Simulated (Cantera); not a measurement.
## Diamond growth

A diamond (100) surface in a fixed gas of H2 with x(CH4) = 0.0051, x(CH3) = 0.0019, at 1150 K, 43.5 Torr; coverages are run to steady state.

Model: the Harris–Goodwin 1993 mechanism for the reconstructed diamond (100) surface, integrated in Cantera.

```
x(H)     growth (µm/h)  θ c6HH  θ c6H*  θ c6*H   θ c6**   θ c6HM
-------  -------------  ------  ------  ------  -------  -------
0.0001            1.45   0.545  0.0227   0.322  0.00214   0.0589
0.00022           3.57   0.482  0.0256   0.363  0.00453   0.0690
0.00049           8.13   0.447  0.0272   0.385  0.00824   0.0758
0.0011            17.1   0.431  0.0281   0.398   0.0126   0.0767
0.0024            31.5   0.430  0.0290   0.411   0.0165   0.0689
0.0052            50.7   0.438  0.0301   0.426   0.0196   0.0530
0.012             71.6   0.450  0.0314   0.443   0.0219   0.0331
0.026             86.3   0.460  0.0324   0.455   0.0232   0.0186
0.057             95.5   0.466  0.0333   0.462   0.0240  0.00943
```
θ: site fractions in the mechanism's names (c6HH fully hydrogenated, c6H* and c6*H radical sites, c6** diradical, c6HM methylated).
